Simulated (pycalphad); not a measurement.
An equivalent pycalphad script:

```python
from pycalphad import Database, equilibrium, calculate, variables as v
import numpy as np
db = Database('COST507.tdb')
comps = ['TI', 'B', 'VA']
phases = ['B2M', 'B2TI', 'B4M3', 'B4TI3', 'BCC_A2', 'BETA_RHOMBO_B', 'BM', 'BTI', 'HCP_A3', 'LIQUID']
eq = equilibrium(db, comps, phases, {v.X('B'): 0.377, v.T: np.arange(3700, 499, -75), v.P: 101325, v.N: 1}, output=['HM', 'SM'])
```

CALPHAD calculation (pycalphad, COST 507 light-alloy database (1999)), 1 atm. No gas phase is included, though pure Ti would boil below 3700 K. The database dates from 1999; later assessments differ in places, in temperatures and in the compounds included. Phase fractions are per mole of atoms. Diffusion is slow at the low end, where real alloys seldom reach equilibrium.

Results at three of the temperatures:

```
T = 3100.00 K, P = 101325 Pa, N = 1 mol of atoms
G = -266251 J/mol, H = 70695 J/mol, S = 108.69 J/(mol K)  (SER reference)
chemical potentials (J/mol): Ti -269546, B -260806
phase             fraction      x(Ti)       x(B)
LIQUID              1.0000     0.6230     0.3770
```

```
T = 2725.00 K, P = 101325 Pa, N = 1 mol of atoms
G = -226454 J/mol, H = 55442 J/mol, S = 103.45 J/(mol K)  (SER reference)
chemical potentials (J/mol): Ti -223704, B -230998
phase             fraction      x(Ti)       x(B)
LIQUID              1.0000     0.6230     0.3770
```

```
T = 550.00 K, P = 101325 Pa, N = 1 mol of atoms
G = -75584 J/mol, H = -56867 J/mol, S = 34.03 J/(mol K)  (SER reference)
chemical potentials (J/mol): Ti -19135, B -168868
phase             fraction      x(Ti)       x(B)
BM                  0.7539     0.5000     0.5000
HCP_A3              0.2461     0.9999   0.000111
```

Changes of the phase set, refined by bisection:

```json
[
 {"T (K)": "2471.8", "phases above": "liquid", "phases below": "B4M3 + liquid"},
 {"T (K)": "2456.1", "phases above": "B4M3 + liquid", "phases below": "BM + liquid"},
 {"T (K)": "1814.1", "phases above": "BM + liquid", "phases below": "bcc + BM"},
 {"T (K)": "1157 ± 2", "phases above": "bcc + BM", "phases below": "BM + hcp"}
]
```

Database names, with the compositions (at.%) that they take in these runs: BM: Ti 50 B 50. HCP_A3 is hcp.
